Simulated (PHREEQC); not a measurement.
Solution (25 °C): 0.001 mol NH4HF2, 0.0017 mol H2SiF6 and 0.001 mol HCl per kg of water. Closed to the air; pH follows from the charge balance.

Computed with PHREEQC (ion-association model, phreeqc.dat).

Precipitation was switched off in this run.

Question: Estimate the pH, ionic strength.

Answer: pH 2.48; ionic strength 0.00604 mol/kgw.

Question: In which forms is Si present?

Answer: SiF6-2 87 %, H4SiO4 13 % of the Si.

Examples of supersaturated solids here: Quartz (slow to form). Others may be too. SiF6-2 is the database's only silicon fluoride.
